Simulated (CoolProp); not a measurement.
Vapour-liquid equilibrium of R22 (1) + R123 (2) at 236.8 K; x and y are mole fractions of (1).

Values from CoolProp's multi-fluid Helmholtz-energy mixture model, Kamei 1995 and Younglove 1994; pair parameters Bell 2016.

Task: Give the bubble pressure and the first vapour's composition at x = 0.45, 0.65, 0.95. Is there an azeotrope?

Result: x = 0.45: 60.79 kPa, y = 0.957; x = 0.65: 84.28 kPa, y = 0.979; x = 0.95: 118.3 kPa, y = 0.997. No azeotrope shows between x = 0.05 and 0.95.

The pair parameters rest on a limited set of measurements; away from them the model extrapolates. The gap from Raoult's law changes sign with composition, which may be real or a fault of the pair parameters; it wasn't checked against measurements.
